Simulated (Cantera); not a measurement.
A closed system holds: 1 mol Pb, 4.2 mol H2O, 89 mol N2, held at 53000 Pa.

Method: chemical equilibrium by Gibbs-energy minimisation in Cantera with the NASA 1993 tables (ideal gas, pure condensed phases). Candidate condensed phases: H2O, Pb, PbO, PbO2, Pb3O4; 27 gas species. Mutual solubility and eutectic melting of coexisting phases are not modelled. Gases not in the tables: (PbO)n polymers. Rates play no part.

Task: Which condensed phases are stable at each of these points (T (K)): 825, 900, 975, 1050, 1125, 1200, 1275, 1350, 1425, 1500, 1575?

Result: 
```json
[
 {"T (K)": "825", "condensed phases": "Pb(l) + PbO(yellow)", "Pb condensed (%)": "100.0"},
 {"T (K)": "900", "condensed phases": "Pb(l) + PbO(yellow)", "Pb condensed (%)": "100.0"},
 {"T (K)": "975", "condensed phases": "Pb(l) + PbO(yellow)", "Pb condensed (%)": "99.8"},
 {"T (K)": "1050", "condensed phases": "Pb(l) + PbO(yellow)", "Pb condensed (%)": "99.2"},
 {"T (K)": "1125", "condensed phases": "Pb(l)", "Pb condensed (%)": "96.5"},
 {"T (K)": "1200", "condensed phases": "Pb(l)", "Pb condensed (%)": "88.3"},
 {"T (K)": "1275", "condensed phases": "Pb(l)", "Pb condensed (%)": "65.7"},
 {"T (K)": "1350", "condensed phases": "Pb(l)", "Pb condensed (%)": "11.0"},
 {"T (K)": "1425", "condensed phases": "gas only", "Pb condensed (%)": "0.0"},
 {"T (K)": "1500", "condensed phases": "gas only", "Pb condensed (%)": "0.0"},
 {"T (K)": "1575", "condensed phases": "gas only", "Pb condensed (%)": "0.0"}
]
```

From 825 K to 1050 K the condensed part is Pb(l) + PbO(yellow). From 1125 K to 1350 K the condensed part is Pb(l). From 1425 K to 1575 K nothing is condensed.
